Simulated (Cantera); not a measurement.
A perfectly stirred reactor is fed with NO : N2 = 1 : 1.3 (molar parts), at 1.09 atm; it is held at 1975 K, and followed from long to short residence time.

Model: GRI-Mech 3.0 (53 species, 325 reactions), integrated in Cantera.

Question: What does this change do: N2 1.3 to 0.63 parts?

Answer: 
| quantity | before | after |
|---|---|---|
| x(NO) at τ = 0.650 s | 0.264 | 0.338 |
| x(O2) at τ = 0.650 s | 0.0848 | 0.137 |
| x(N2) at τ = 0.650 s | 0.650 | 0.524 |
| x(NO2) at τ = 0.650 s | 0.000322 | 0.000521 |
| x(O) at τ = 0.650 s | 0.000159 | 0.000201 |
| x(NO) at τ = 15.0 ms | 0.428 | 0.600 |
| x(O2) at τ = 15.0 ms | 0.00325 | 0.00631 |
| x(N2) at τ = 15.0 ms | 0.569 | 0.393 |
| x(NO2) at τ = 15.0 ms | 0.000171 | 0.000299 |
| x(O) at τ = 15.0 ms | 5.54e-5 | 6.99e-5 |

Question: What does this change do: N2 1.3 to 9.4 parts?

Answer: 
```csv
quantity,before,after
x(NO) at τ = 0.650 s,0.264,0.0796
x(O2) at τ = 0.650 s,0.0848,0.00819
x(N2) at τ = 0.650 s,0.650,0.912
x(NO2) at τ = 0.650 s,0.000322,3.18e-5
x(O) at τ = 0.650 s,0.000159,5.20e-5
x(NO) at τ = 15.0 ms,0.428,0.0958
x(O2) at τ = 15.0 ms,0.00325,0.000171
x(N2) at τ = 15.0 ms,0.569,0.904
x(NO2) at τ = 15.0 ms,0.000171,1.54e-5
x(O) at τ = 15.0 ms,5.54e-5,2.16e-5
```

Question: What does this change do: NO 1 to 7.1 parts?

Answer: 
```json
[
 {"quantity": "x(NO) at τ = 0.650 s", "before": "0.264", "after": "0.423"},
 {"quantity": "x(O2) at τ = 0.650 s", "before": "0.0848", "after": "0.210"},
 {"quantity": "x(N2) at τ = 0.650 s", "before": "0.650", "after": "0.366"},
 {"quantity": "x(NO2) at τ = 0.650 s", "before": "0.000322", "after": "0.000804"},
 {"quantity": "x(O) at τ = 0.650 s", "before": "0.000159", "after": "0.000248"},
 {"quantity": "x(NO) at τ = 15.0 ms", "before": "0.428", "after": "0.821"},
 {"quantity": "x(O2) at τ = 15.0 ms", "before": "0.00325", "after": "0.0117"},
 {"quantity": "x(N2) at τ = 15.0 ms", "before": "0.569", "after": "0.167"},
 {"quantity": "x(NO2) at τ = 15.0 ms", "before": "0.000171", "after": "0.000508"},
 {"quantity": "x(O) at τ = 15.0 ms", "before": "5.54e-5", "after": "8.74e-5"}
]
```
